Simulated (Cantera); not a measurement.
**Iron carbonyl, mercury and lead vapours: Fe(CO)5 + O2 + H2**

Input: 1 mol Fe(CO)5, 0.036 mol O2, a varied amount of H2, at 577 °C and 230 Pa.

Equilibrium computed with Cantera from the NASA thermochemical tables; the gas is ideal and each condensed phase is pure. Candidate condensed phases: C, C6H6, C7H8, C8H18, Fe, Fe(CO)5, FeO, Fe(OH)2, Fe(OH)3, Fe2O3, Fe3O4, H2O; 114 gas species. Condensed phases not in the tables: cementite and carbon dissolved in iron. The numbers say what is thermodynamically allowed, not how fast it happens.

From 0.16 mol H2 to 4.4 mol H2 the condensed part is C(graphite) + Fe(α).

```
n(H2) (mol)  log p CO  log p H2  log p CO2  log p H2O  log p CH4  n C(graphite)  n Fe(α)
-----------  --------  --------  ---------  ---------  ---------  -------------  -------
0.16            -2.67     -4.14      -4.01      -5.96      -8.49          0.143     1.00
0.64            -2.71     -3.58      -4.09      -5.44      -7.36          0.133     1.00
1.1             -2.74     -3.38      -4.15      -5.27      -6.96          0.124     1.00
1.6             -2.78     -3.25      -4.22      -5.18      -6.71          0.116     1.00
2.1             -2.81     -3.17      -4.28      -5.12      -6.54          0.109     1.00
2.5             -2.83     -3.11      -4.33      -5.10      -6.43          0.103     1.00
3               -2.86     -3.06      -4.38      -5.07      -6.33         0.0975     1.00
3.5             -2.88     -3.02      -4.43      -5.06      -6.25         0.0921     1.00
4               -2.91     -2.99      -4.48      -5.05      -6.19         0.0872     1.00
4.4             -2.93     -2.97      -4.52      -5.05      -6.14         0.0836     1.00
```
log p: log10 of the partial pressure in bar; n: condensed amount in mol.
